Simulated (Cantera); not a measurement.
Cantera run, input and output.

```python
import numpy as np
import cantera as ct

gas = ct.Solution("gri30.yaml")
gas.TPX = 1800, 100000, {'NO': 1, 'N2': 1.4}
inlet = ct.Reservoir(gas, clone=True)

reactor = ct.IdealGasConstPressureReactor(gas, energy="off", clone=False)
exhaust = ct.Reservoir(gas, clone=True)
tau = [3.7, 1.6, 0.68, 0.29, 0.12, 0.052, 0.022, 0.0095, 0.0041][0]
for a, b in ((inlet, reactor), (reactor, exhaust)):
    ct.MassFlowController(a, b, mdot=lambda t: reactor.mass / tau)
net = ct.ReactorNet([reactor])
show = ['NO', 'O', 'NO2', 'N2O', 'O2']

rows = []
print(f"{'tau/s':>10s}{'T/K':>9s}" + "".join(f"{s:>11s}" for s in show))
for tau in [3.7, 1.6, 0.68, 0.29, 0.12, 0.052, 0.022, 0.0095, 0.0041]:
    net.initial_time = 0.0
    net.advance(30 * tau)
    before = gas.X
    net.advance(40 * tau)
    drift = np.max(np.abs(gas.X - before) / (gas.X + 1e-9))
    rows.append([gas.T, *gas[show].X, drift])
    print(f"{tau:10.3e}{gas.T:9.1f}" + "".join(f"{x:11.3e}" for x in gas[show].X))
```

Result:

```
     tau/s      T/K         NO          O        NO2        N2O         O2
 3.700e+00   1800.0  2.646e-01  3.460e-05  4.029e-04  2.869e-05  7.564e-02
 1.600e+00   1800.0  3.248e-01  2.751e-05  3.902e-04  4.353e-05  4.555e-02
 6.800e-01   1800.0  3.687e-01  2.085e-05  3.318e-04  5.646e-05  2.364e-02
 2.900e-01   1800.0  3.940e-01  1.576e-05  2.641e-04  6.465e-05  1.108e-02
 1.200e-01   1800.0  4.068e-01  1.235e-05  2.101e-04  6.862e-05  4.730e-03
 5.200e-02   1800.0  4.122e-01  1.046e-05  1.778e-04  6.929e-05  2.021e-03
 2.200e-02   1800.0  4.147e-01  9.248e-06  1.561e-04  6.714e-05  7.990e-04
 9.500e-03   1800.0  4.158e-01  8.188e-06  1.361e-04  6.137e-05  2.925e-04
 4.100e-03   1800.0  4.163e-01  6.733e-06  1.082e-04  5.079e-05  8.706e-05
```

Model: GRI-Mech 3.0 (53 species, 325 reactions), integrated in Cantera.
